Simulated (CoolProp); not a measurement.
Vapour-liquid equilibrium of CH3F (R41) (1) + chloromethane (R40) (2) at 9.05 °C; x and y are mole fractions of (1).

Computed with CoolProp (multi-fluid Helmholtz-energy mixture model, Lemmon 2006 and Thol 2014; pair parameters Bell 2016).

```json
[
 {"x": "0.05", "bubble pressure, mixture model (kPa)": "461.1", "bubble pressure, Raoult's law (kPa)": "464.6", "y, mixture model": "0.254", "y, Raoult's law": "0.279"},
 {"x": "0.15", "bubble pressure, mixture model (kPa)": "679.8", "bubble pressure, Raoult's law (kPa)": "688.3", "y, mixture model": "0.523", "y, Raoult's law": "0.564"},
 {"x": "0.25", "bubble pressure, mixture model (kPa)": "898.6", "bubble pressure, Raoult's law (kPa)": "912.0", "y, mixture model": "0.664", "y, Raoult's law": "0.710"},
 {"x": "0.35", "bubble pressure, mixture model (kPa)": "1115", "bubble pressure, Raoult's law (kPa)": "1136", "y, mixture model": "0.751", "y, Raoult's law": "0.798"},
 {"x": "0.45", "bubble pressure, mixture model (kPa)": "1329", "bubble pressure, Raoult's law (kPa)": "1359", "y, mixture model": "0.811", "y, Raoult's law": "0.857"},
 {"x": "0.55", "bubble pressure, mixture model (kPa)": "1541", "bubble pressure, Raoult's law (kPa)": "1583", "y, mixture model": "0.856", "y, Raoult's law": "0.900"},
 {"x": "0.65", "bubble pressure, mixture model (kPa)": "1753", "bubble pressure, Raoult's law (kPa)": "1807", "y, mixture model": "0.893", "y, Raoult's law": "0.932"},
 {"x": "0.75", "bubble pressure, mixture model (kPa)": "1971", "bubble pressure, Raoult's law (kPa)": "2031", "y, mixture model": "0.924", "y, Raoult's law": "0.957"},
 {"x": "0.85", "bubble pressure, mixture model (kPa)": "2201", "bubble pressure, Raoult's law (kPa)": "2254", "y, mixture model": "0.954", "y, Raoult's law": "0.977"},
 {"x": "0.95", "bubble pressure, mixture model (kPa)": "2452", "bubble pressure, Raoult's law (kPa)": "2478", "y, mixture model": "0.984", "y, Raoult's law": "0.993"}
]
```

The largest gap from Raoult's law is -3.0 % in bubble pressure, at x = 0.65. No azeotrope shows between x = 0.05 and 0.95.

Pair parameters are fitted to limited data, so mixtures are less certain than the pure fluids.
